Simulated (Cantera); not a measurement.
Adiabatic ignition

An adiabatic, constant-volume homogeneous reactor starts with 7.51 % CH4, 0.496 % H2, 17.7 % O2, 66.8 % N2, 7.51 % H2O, equivalence ratio 0.86, at 1525 K and 1900000 Pa.

Computed with Cantera and GRI-Mech 3.0 (53 species, 325 reactions). The pressure lies above the range GRI-Mech 3.0 was tuned for (to about 10 atm).

| t (s) | T (K) | P (bar) | x CH4 | x H2 | x O2 | x HCO | x H | x CH2O |
|---|---|---|---|---|---|---|---|---|
| 2.00e-6 | 1525 | 19.0 | 0.0751 | 0.00496 | 0.177 | 1.09e-11 | 2.83e-8 | 7.79e-7 |
| 7.10e-6 | 1525 | 19.0 | 0.0750 | 0.00495 | 0.177 | 5.09e-10 | 1.54e-7 | 2.03e-5 |
| 2.52e-5 | 1532 | 19.1 | 0.0737 | 0.00495 | 0.176 | 3.74e-8 | 9.37e-7 | 0.000506 |
| 8.94e-5 | 2999 | 38.1 | <1e-12 | 0.00895 | 0.0283 | 1.27e-7 | 0.00243 | 2.47e-9 |
| 0.000317 | 2985 | 37.9 | <1e-12 | 0.00910 | 0.0251 | 1.25e-7 | 0.00235 | 2.52e-9 |
| 0.00113 | 2985 | 37.9 | <1e-12 | 0.00910 | 0.0251 | 1.25e-7 | 0.00235 | 2.52e-9 |
| 0.00400 | 2985 | 37.9 | <1e-12 | 0.00910 | 0.0251 | 1.25e-7 | 0.00235 | 2.52e-9 |
| 0.0142 | 2985 | 37.9 | <1e-12 | 0.00910 | 0.0251 | 1.25e-7 | 0.00235 | 2.52e-9 |
| 0.0504 | 2985 | 37.9 | <1e-12 | 0.00910 | 0.0251 | 1.25e-7 | 0.00235 | 2.52e-9 |
| 0.179 | 2985 | 37.9 | <1e-12 | 0.00910 | 0.0251 | 1.25e-7 | 0.00235 | 2.52e-9 |
| 0.635 | 2985 | 37.9 | <1e-12 | 0.00910 | 0.0251 | 1.25e-7 | 0.00235 | 2.52e-9 |
| 2.25 | 2985 | 37.9 | <1e-12 | 0.00910 | 0.0251 | 1.25e-7 | 0.00235 | 2.52e-9 |
| 8.00 | 2985 | 37.9 | <1e-12 | 0.00910 | 0.0251 | 1.25e-7 | 0.00235 | 2.52e-9 |
x: mole fraction; the columns are a selection and need not sum to one.

| Item | Result |
|---|---|
| time of steepest temperature rise | 60.3 µs |
| temperature at 8.00 s | 2985 K |
| equilibrium temperature | 2985 K |
| x(CH4) at 8.00 s | <1e-12 (gas-phase equilibrium <1e-12) |
| x(H2) at 8.00 s | 0.00910 (gas-phase equilibrium 0.00910) |
| x(O2) at 8.00 s | 0.0251 (gas-phase equilibrium 0.0251) |
